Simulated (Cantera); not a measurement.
Charge: 1 mol Pb, 0.072 mol O₂, 0.16 mol H₂, equilibrated at 1600 K and 0.180 bar.

Cantera equilibrium calculation (NASA polynomials, part measured and part estimated; ideal gas, pure solids and liquids). Candidate condensed phases: H₂O, Pb, PbO, PbO₂, Pb₃O₄; 12 gas species. Gases not in the tables: (PbO)n polymers. The numbers say what is thermodynamically allowed, not how fast it happens.

Task: What is the equilibrium state?

Result: 
| Item | Result |
|---|---|
| x(H₂O) | 0.593 |
| x(Pb) | 0.337 |
| x(H₂) | 0.0682 |
| x(PbO) | 0.00208 |
| x(Pb₂) | 0.000255 |
| x(H) | 3.35e-5 |
| x(OH) | 1.14e-5 |
| n(Pb(l)) | 0.918 mol |
| gas amount | 0.2420 mol |
